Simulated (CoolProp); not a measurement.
A closed Brayton cycle with carbon dioxide: compressor inlet 314.15 K and 9.7 MPa, high pressure 31.8 MPa, turbine inlet 640 K, compressor efficiency 0.89, turbine efficiency 0.93, recuperator effectiveness 0.9 (on enthalpy, no pinch check). Each further row changes one setting.

The numbers come from the reference Helmholtz-energy equation of state, Span 1996 in CoolProp.

| case | thermal efficiency (%) | net work (kJ/kg) | compressor to turbine work | compressor exit (K) | turbine exit (K) |
|---|---|---|---|---|---|
| as stated | 30.4 | 78.5 | 0.32 | 360.0 | 512.8 |
| turbine inlet 590 K | 27.3 | 65.5 | 0.36 | 360.0 | ___ |
| compressor inlet 324.15 K | ___ | 62.8 | ___ | 405.3 | 512.8 |
| high pressure 27 MPa | ___ | 71.9 | ___ | 352.9 | 529.8 |
| recuperator effectiveness 0.5 | 23.4 | 78.5 | 0.32 | 360.0 | 512.8 |

Problem. What belongs in the gaps?

Solution. 
- turbine inlet 590 K, turbine exit (K): 468.1
- compressor inlet 324.15 K, thermal efficiency (%): 27.5
- compressor inlet 324.15 K, compressor to turbine work: 0.46
- high pressure 27 MPa, thermal efficiency (%): 29.6
- high pressure 27 MPa, compressor to turbine work: 0.29
